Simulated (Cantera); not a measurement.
What does this Cantera script print?

```python
import numpy as np
import cantera as ct

gas_names = """
    C CH CH2 CH3 CH2OH CH3O CH4 CH3OH CO CO2 COOH C2 C2H CHCO,ketyl C2H2,acetylene C2H2,vinylidene
    CH2CO,ketene C2H3,vinyl CH3CO,acetyl C2H4 C2H4O,ethylen CH3CHO,ethanal CH3COOH (HCOOH)2 C2H5 C2H6
    CH3OCH3 C2H5OH C2O C3 C3H3,propargyl C3H4,allene C3H4,propyne C3H4,cyclo- C3H5,allyl C3H6,propylene
    C3H6,cyclo- C3H6O C3H7,n-propyl C3H7,i-propyl C3H8 C3H8O,1propanol C3H8O,2propanol C3O2 C4 C4H2
    C4H4,1,3-cyclo- C4H6,butadiene C4H6,2-butyne C4H6,cyclo- C4H8,1-butene C4H8,cis2-buten
    C4H8,tr2-butene C4H8,isobutene C4H8,cyclo- (CH3COOH)2 C4H9,n-butyl C4H9,i-butyl C4H9,s-butyl
    C4H9,t-butyl C4H10,isobutane C4H10,n-butane C5 C5H6,1,3cyclo- C5H8,cyclo- C5H10,1-pentene
    C5H10,cyclo- C5H11,pentyl C5H11,t-pentyl C5H12,n-pentane C5H12,i-pentane CH3C(CH3)2CH3 C6H2
    C6H5,phenyl C6H5O,phenoxy C6H6 C6H5OH,phenol C6H10,cyclo- C6H12,1-hexene C6H12,cyclo- C6H13,n-hexyl
    C7H7,benzyl C7H8 C7H8O,cresol C7H14,1-heptene C7H15,n-heptyl C7H16,n-heptane C8H8,styrene
    C8H10,ethylbenz C8H16,1-octene C8H17,n-octyl C8H18,isooctane C8H18,n-octane C9H19,n-nonyl
    C10H8,naphthale C10H21,n-decyl C12H9,o-bipheny C12H10,bipheny H HCO HO2 H2 HCHO,formaldehy HCOOH H2O
    H2O2 O OH O2 O3 Si SiC SiC2 SiC4H12 SiH SiH2 SiH3 SiH4 SiO SiO2 Si2 Si2C Si3
""".split()
cond_names = """
    C(gr) C6H6(L) C7H8(L) C8H18(L),n-octa H2O(s) H2O(L) Si(cr) Si(L) SiC(b) SiO2(Lqz) SiO2(hqz) SiO2(L)
""".split()


def load(file, names, dense=False):
    # The tables refer to 1 bar. Condensed volumes are neglected.
    table = {s.name: s for s in ct.Species.list_from_file(file)}
    out = []
    for n in names:
        d = dict(table[n].input_data)
        d["thermo"] = dict(d["thermo"], **{"reference-pressure": 1e5})
        if dense:
            d["equation-of-state"] = {"model": "constant-volume", "density": "1e6 g/cm^3"}
        out.append(ct.Species.from_dict(d))
    return out


gas = ct.Solution(thermo="ideal-gas", species=load("nasa_gas.yaml", gas_names))
cond = {s.name: ct.Solution(thermo="fixed-stoichiometry", species=[s], name=s.name)
        for s in load("nasa_condensed.yaml", cond_names, dense=True)}
atoms = {
    'TEOS': {'Si': 1, 'C': 8, 'H': 20, 'O': 4},
    'O2': {'O': 2},
}
top_T = {'C(gr)': 4500, 'SiC(b)': 3050}  # K; cautious upper limits of use, not melting points


def equilibrate(T, P, feed):
    n = {}
    for name, mol in feed.items():
        for a, k in atoms[name].items():
            n[a] = n.get(a, 0.0) + k * mol
    gas.TPX = T, P, n
    mass = sum(n.values()) * gas.mean_molecular_weight
    gas.equilibrate("TP")
    valid = [c for c in cond.values() if c.min_temp <= T <= top_T.get(c.name, c.max_temp)]
    mix = ct.Mixture([(gas, mass / gas.mean_molecular_weight)] + [(c, 0.0) for c in valid])
    mix.T, mix.P = T, P
    mix.equilibrate("TP", solver="vcs", rtol=1e-11, max_steps=5000)
    return mix


results = []
feed = {'TEOS': 1, 'O2': 0.1}  # mol
P = 200  # Pa
for T in [775, 825, 875, 925, 975, 1025, 1075, 1125, 1175, 1225, 1275, 1325, 1375]:
    mix = equilibrate(T, P, feed)
    results.append((T, P, feed, dict(zip(mix.species_names, mix.species_moles))))

top = {s: max(r[3][s] / sum(r[3][g] for g in gas_names) for r in results) for s in gas_names}
cols = sorted((s for s in top if top[s] > 1e-05), key=lambda s: -top[s])[:8]
seen = [c for c in cond_names if any(r[3].get(c, 0) > 1e-12 for r in results)]
print("log10 of partial pressures in bar; condensed amounts in mol")
print(f"{'T/K':>10s}" + "".join(f"{s[:9]:>10s}" for s in cols + seen))
for T, P, feed, n in results:
    ng = sum(n[g] for g in gas_names)
    print(f"{T:10.4g}" + "".join(f"{np.log10(max(n[s] / ng * P / 1e5, 1e-99)):10.3f}" for s in cols)
          + "".join(f"{n.get(c, 0):10.4g}" for c in seen))
```

Result:

```
log10 of partial pressures in bar; condensed amounts in mol
       T/K        H2        CO       H2O       CO2       CH4       SiO         H     C(gr)    SiC(b) SiO2(Lqz) SiO2(hqz)
       775    -2.784    -3.516    -4.645    -4.675    -5.256   -24.852   -13.395     6.028         0         1         0
       825    -2.785    -3.462    -5.146    -5.270    -5.614   -22.075   -12.493     5.861         0         1         0
       875    -2.786    -3.448    -5.623    -5.865    -5.931   -19.587   -11.692     5.816         0         0         1
       925    -2.785    -3.444    -6.058    -6.411    -6.215   -17.364   -10.977     5.804         0         0         1
       975    -2.785    -3.443    -6.450    -6.904    -6.472   -15.370   -10.334     5.801         0         0         1
      1025    -2.785    -3.443    -6.805    -7.350    -6.705   -13.573    -9.754       5.8         0         0         1
      1075    -2.785    -3.443    -7.127    -7.753    -6.917   -11.945    -9.226       5.8         0         0         1
      1125    -2.785    -3.443    -7.420    -8.119    -7.111   -10.464    -8.745       5.8         0         0         1
      1175    -2.785    -3.443    -7.688    -8.453    -7.289    -9.111    -8.304       5.8         0         0         1
      1225    -2.785    -3.443    -7.935    -8.759    -7.452    -7.871    -7.899       5.8         0         0    0.9999
      1275    -2.785    -3.443    -8.162    -9.040    -7.604    -6.731    -7.525     5.799         0         0    0.9989
      1325    -2.851    -3.228    -8.223    -8.870    -7.876    -6.297    -7.212     2.807    0.9964         0         0
      1375    -2.851    -3.229    -8.417    -9.110    -8.006    -6.185    -6.891     2.809    0.9954         0         0
```

Equilibrium computed with Cantera from the NASA thermochemical tables; the gas is ideal and each condensed phase is pure. The feed counts by its element totals alone. The tables hold silica as quartz up to 1696 K and as liquid above; real silica turns to tridymite and cristobalite and melts near 1996 K.
